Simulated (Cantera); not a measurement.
Input: 1 mol MgO, 3.6 mol CH₄, 0.58 mol H₂, at 2248.15 K and 1 atm.

These are equilibrium values from Cantera (NASA tables, ideal gas, pure condensed phases), not measurements of a reactor. Candidate condensed phases: C, C₆H₆, C₇H₈, C₈H₁₈, H₂O, Mg, MgCO₃, MgO, Mg(OH)₂; 116 gas species. The tables' values for MgH are old estimates; treat these amounts as uncertain. The numbers say what is thermodynamically allowed, not how fast it happens.

Base state: H₂ 0.787, CO 0.102, Mg 0.100, H 0.00648, C₂H₂ (acetylene) 0.00261, MgH 0.00160, CH₄ 0.000149, CH₃ 2.33e-5 (mole fractions); condensed: C(graphite).

Problem. What changes in the equilibrium state with this change: pressure from 1 atm to 0.310 bar?

Solution. 
```
species             before     after
----------------  --------  --------
H₂                   0.787     0.782
CO                   0.102     0.102
Mg                   0.100     0.101
H                  0.00648    0.0117
MgH                0.00160  0.000883
CH₄               0.000149   4.51e-5
CH₃                2.33e-5   1.28e-5
C(graphite), mol      2.55      2.55
```
